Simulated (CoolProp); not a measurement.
Saturation properties of R1234ze(Z) (Tc = 150.1 °C, pc = 35.31 bar, ω = 0.327).

The numbers come from the reference Helmholtz-energy equation of state, Akasaka 2019 in CoolProp.

| T (°C) | p (bar) | vapour density (kg/m³) | enthalpy of vaporisation (kJ/kg) | liquid cp (kJ/(kg K)) |
|---|---|---|---|---|
| 61.95 | 5.447 | 26.35 | 180.6 | 1.399 |
| 67.35 | 6.276 | 30.42 | 176.2 | 1.421 |
| 72.65 | 7.180 | 34.94 | 171.7 | 1.444 |
| 78.05 | 8.198 | 40.12 | 166.9 | 1.470 |
| 83.35 | 9.300 | 45.87 | 161.9 | 1.498 |
| 88.75 | 10.53 | 52.49 | 156.6 | 1.530 |
| 94.15 | 11.89 | … | 150.9 | 1.566 |
| 99.45 | 13.34 | 68.37 | 145.1 | 1.607 |
| 104.85 | … | 78.11 | 138.7 | 1.656 |
| 110.25 | 16.71 | 89.30 | 131.8 | 1.715 |
| 115.55 | 18.59 | … | 124.5 | 1.787 |
| 120.95 | 20.66 | … | 116.3 | 1.883 |
| 126.25 | 22.86 | 135.0 | 107.5 | 2.012 |
| 131.65 | 25.29 | 157.1 | 97.21 | 2.210 |
| 137.05 | 27.92 | 185.4 | 85.14 | 2.551 |

Problem. Fill in the missing entries.

Solution. 
- 94.15, vapour density (kg/m³): 60.00
- 104.85, p (bar): 14.95
- 115.55, vapour density (kg/m³): 102.0
- 120.95, vapour density (kg/m³): 117.2

It boils at 9.7 °C under 1 atm.
